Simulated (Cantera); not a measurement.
Input: 1 mol B, 5.8 mol H2O, 0.35 mol N2, equilibrated at 1148 K and 39.0 mbar.

Method: chemical equilibrium by Gibbs-energy minimisation in Cantera with the NASA 1993 tables (ideal gas, pure condensed phases). Candidate condensed phases: B, BN, B2O3, B3O3H3, H2O; 39 gas species. Gases not in the tables: H3BO3. The numbers say what is thermodynamically allowed, not how fast it happens.

Base state: H2O 0.696, H2 0.244, N2 0.0569, (HBO2)3 0.00164, HBO2 0.00162 (mole fractions); condensed: B2O3(l).

Q: What changes in the equilibrium state with this change: pressure from 39.0 mbar to 17.0 Pa?

A: 
| species | before | after |
|---|---|---|
| H2O | 0.696 | 0.679 |
| H2 | 0.244 | 0.241 |
| N2 | 0.0569 | 0.0562 |
| HBO2 | 0.00162 | 0.0242 |
| (HBO2)3 | 0.00164 | 0.000104 |
| B2O3(l), mol | 0.480 | 0.424 |

Q: What changes in the equilibrium state with this change: H2O from 5.8 to 0.77 mol?

A: 
```csv
species,before,after
H2,0.244,0.877
N2,0.0569,0.121
H2O,0.696,0.00134
HBO2,0.00162,7.10e-5
(HBO2)3,0.00164,1.39e-7
"B2O3(l), mol",0.480,0.256
"BN(s), mol",0,0.487
```
N2 is the only nitrogen source here; it is nearly inert below about 1500 K, so the nitride shown seldom forms there in practice. Mutual solubility and eutectic melting of coexisting phases are not modelled.

Q: What changes in the equilibrium state with this change: N2 from 0.35 to 100 mol?

A: 
| species | before | after |
|---|---|---|
| N2 | 0.0569 | 0.945 |
| H2O | 0.696 | 0.0404 |
| H2 | 0.244 | 0.0142 |
| HBO2 | 0.00162 | 0.000389 |
| (HBO2)3 | 0.00164 | 2.29e-5 |
| B2O3(l), mol | 0.480 | 0.476 |
